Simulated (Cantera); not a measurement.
An adiabatic, constant-pressure homogeneous reactor starts with CH4 : CO : O2 : N2 = 1 : 0.052 : 3.9 : 14.6 (molar parts), equivalence ratio 0.52, at 1700 K and 760 Torr. Integrator tolerance rtol = 1e-08.

Computed with Cantera and GRI-Mech 3.0 (53 species, 325 reactions).

**Question.** What does this change do: 1.2 parts H2O added?

**Answer.** 
```
quantity                                                              before                                      after
---------------------------------  -----------------------------------------  -----------------------------------------
time of steepest temperature rise                                   0.198 ms                                   0.197 ms
temperature at 4.00 s                                                 2557 K                                     2504 K
equilibrium temperature                                               2557 K                                     2504 K
x(CH4) at 4.00 s                       <1e-12 (gas-phase equilibrium <1e-12)      <1e-12 (gas-phase equilibrium <1e-12)
x(CO) at 4.00 s                      0.00768 (gas-phase equilibrium 0.00768)    0.00583 (gas-phase equilibrium 0.00583)
x(O2) at 4.00 s                        0.0863 (gas-phase equilibrium 0.0863)      0.0818 (gas-phase equilibrium 0.0818)
x(HCO) at 4.00 s                     1.61e-9 (gas-phase equilibrium 1.61e-9)    1.17e-9 (gas-phase equilibrium 1.17e-9)
x(CH2O) at 4.00 s                  7.57e-12 (gas-phase equilibrium 7.57e-12)  7.12e-12 (gas-phase equilibrium 7.12e-12)
x(C2H4) at 4.00 s                      <1e-12 (gas-phase equilibrium <1e-12)      <1e-12 (gas-phase equilibrium <1e-12)
```

**Question.** What does this change do: initial temperature 1700 to 1225 K?

**Answer.** 
```json
[
 {"quantity": "time of steepest temperature rise", "before": "0.198 ms", "after": "22.7 ms"},
 {"quantity": "temperature at 4.00 s", "before": "2557 K", "after": "2254 K"},
 {"quantity": "equilibrium temperature", "before": "2557 K", "after": "2254 K"},
 {"quantity": "x(CH4) at 4.00 s", "before": "<1e-12 (gas-phase equilibrium <1e-12)", "after": "<1e-12 (gas-phase equilibrium <1e-12)"},
 {"quantity": "x(CO) at 4.00 s", "before": "0.00768 (gas-phase equilibrium 0.00768)", "after": "0.00150 (gas-phase equilibrium 0.00150)"},
 {"quantity": "x(O2) at 4.00 s", "before": "0.0863 (gas-phase equilibrium 0.0863)", "after": "0.0904 (gas-phase equilibrium 0.0904)"},
 {"quantity": "x(HCO) at 4.00 s", "before": "1.61e-9 (gas-phase equilibrium 1.61e-9)", "after": "5.59e-11 (gas-phase equilibrium 5.59e-11)"},
 {"quantity": "x(CH2O) at 4.00 s", "before": "7.57e-12 (gas-phase equilibrium 7.57e-12)", "after": "<1e-12 (gas-phase equilibrium <1e-12)"},
 {"quantity": "x(C2H4) at 4.00 s", "before": "<1e-12 (gas-phase equilibrium <1e-12)", "after": "<1e-12 (gas-phase equilibrium <1e-12)"}
]
```

**Question.** What does this change do: 1 parts H2O added?

**Answer.** 
```csv
quantity,before,after
time of steepest temperature rise,0.198 ms,0.197 ms
temperature at 4.00 s,2557 K,2512 K
equilibrium temperature,2557 K,2512 K
x(CH4) at 4.00 s,<1e-12 (gas-phase equilibrium <1e-12),<1e-12 (gas-phase equilibrium <1e-12)
x(CO) at 4.00 s,0.00768 (gas-phase equilibrium 0.00768),0.00609 (gas-phase equilibrium 0.00609)
x(O2) at 4.00 s,0.0863 (gas-phase equilibrium 0.0863),0.0825 (gas-phase equilibrium 0.0825)
x(HCO) at 4.00 s,1.61e-9 (gas-phase equilibrium 1.61e-9),1.24e-9 (gas-phase equilibrium 1.24e-9)
x(CH2O) at 4.00 s,7.57e-12 (gas-phase equilibrium 7.57e-12),7.27e-12 (gas-phase equilibrium 7.27e-12)
x(C2H4) at 4.00 s,<1e-12 (gas-phase equilibrium <1e-12),<1e-12 (gas-phase equilibrium <1e-12)
```
